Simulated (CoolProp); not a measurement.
Vapour-liquid equilibrium of R1234yf (1) + R134a (2) at 6.2 kPa; x and y are mole fractions of (1).

Computed with CoolProp (multi-fluid Helmholtz-energy mixture model, Lemmon 2022 and Tillner-Roth 1994; pair parameters Bell 2022).

Problem. Give the bubble temperature and the first vapour's composition at x = 0.05, 0.2, 0.8. Is there an azeotrope?

Solution. x = 0.05: 199.1 K, y = 0.097; x = 0.2: 197.5 K, y = 0.314; x = 0.8: 195.0 K, y = 0.820. No azeotrope shows between x = 0.05 and 0.95.

Pair parameters are fitted to limited data, so mixtures are less certain than the pure fluids.
